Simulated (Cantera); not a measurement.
An isothermal, constant-pressure homogeneous reactor starts with 10.8 % NO, 89.2 % N2, at 1925 K and 173 Torr.

Detailed kinetics in Cantera: GRI-Mech 3.0 (53 species, 325 reactions).

x: mole fraction; the columns are a selection and need not sum to one.

```json
[
 {"t (s)": "0.000100", "x NO": "0.108", "x O2": "2.27e-10", "x O": "1.75e-7", "x N2O": "1.74e-7", "x NO2": "…", "x N2": "0.892"},
 {"t (s)": "0.000453", "x NO": "0.108", "x O2": "4.65e-9", "x O": "7.84e-7", "x N2O": "7.43e-7", "x NO2": "…", "x N2": "0.892"},
 {"t (s)": "0.00205", "x NO": "0.108", "x O2": "1.09e-7", "x O": "3.81e-6", "x N2O": "2.62e-6", "x NO2": "…", "x N2": "0.892"},
 {"t (s)": "0.00928", "x NO": "0.108", "x O2": "4.06e-6", "x O": "1.92e-5", "x N2O": "4.99e-6", "x NO2": "…", "x N2": "0.892"},
 {"t (s)": "0.0420", "x NO": "0.108", "x O2": "7.79e-5", "x O": "3.39e-5", "x N2O": "5.14e-6", "x NO2": "…", "x N2": "0.892"},
 {"t (s)": "0.190", "x NO": "0.107", "x O2": "0.000468", "x O": "3.72e-5", "x N2O": "5.06e-6", "x NO2": "…", "x N2": "0.892"},
 {"t (s)": "0.862", "x NO": "0.103", "x O2": "0.00231", "x O": "4.97e-5", "x N2O": "4.69e-6", "x NO2": "…", "x N2": "0.894"},
 {"t (s)": "3.90", "x NO": "0.0857", "x O2": "0.0111", "x O": "8.70e-5", "x N2O": "3.18e-6", "x NO2": "…", "x N2": "0.903"},
 {"t (s)": "17.7", "x NO": "0.0317", "x O2": "0.0380", "x O": "0.000152", "x N2O": "4.95e-7", "x NO2": "…", "x N2": "0.930"},
 {"t (s)": "80.0", "x NO": "0.00379", "x O2": "0.0520", "x O": "0.000176", "x N2O": "1.02e-7", "x NO2": "…", "x N2": "0.944"}
]
```

Problem. Fill in the missing entries.

Solution. 
- 0.000100, x NO2: 4.57e-9
- 0.000453, x NO2: 7.51e-8
- 0.00205, x NO2: 8.01e-7
- 0.00928, x NO2: 4.98e-6
- 0.0420, x NO2: 8.82e-6
- 0.190, x NO2: 9.71e-6
- 0.862, x NO2: 1.29e-5
- 3.90, x NO2: 1.93e-5
- 17.7, x NO2: 1.28e-5
- 80.0, x NO2: 1.78e-6
